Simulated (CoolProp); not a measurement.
Vapour-liquid equilibrium of CHF3 (R23) (1) + R125 (2) at -39.75 °C; x and y are mole fractions of (1).

Values from CoolProp's multi-fluid Helmholtz-energy mixture model, Penoncello 2003 and Lemmon 2005; pair parameters Bell 2016.

```
x     bubble pressure, mixture model (bar)  bubble pressure, Raoult's law (bar)  y, mixture model  y, Raoult's law
----  ------------------------------------  -----------------------------------  ----------------  ---------------
0.05                                 1.751                                1.781             0.178            0.200
0.15                                 2.275                                2.345             0.423            0.456
0.25                                 2.820                                2.908             0.581            0.613
0.35                                 3.376                                3.471             0.690            0.719
0.45                                 3.939                                4.034             0.770            0.796
0.55                                 4.505                                4.597             0.832            0.853
0.65                                 5.074                                5.160             0.880            0.898
0.75                                 5.647                                5.723             0.920            0.934
0.85                                 6.229                                6.286             0.955            0.964
0.95                                 6.825                                6.849             0.986            0.989
```

The largest gap from Raoult's law is -3.0 % in bubble pressure, at x = 0.25. No azeotrope shows between x = 0.05 and 0.95.

Pair parameters are fitted to limited data, so mixtures are less certain than the pure fluids.
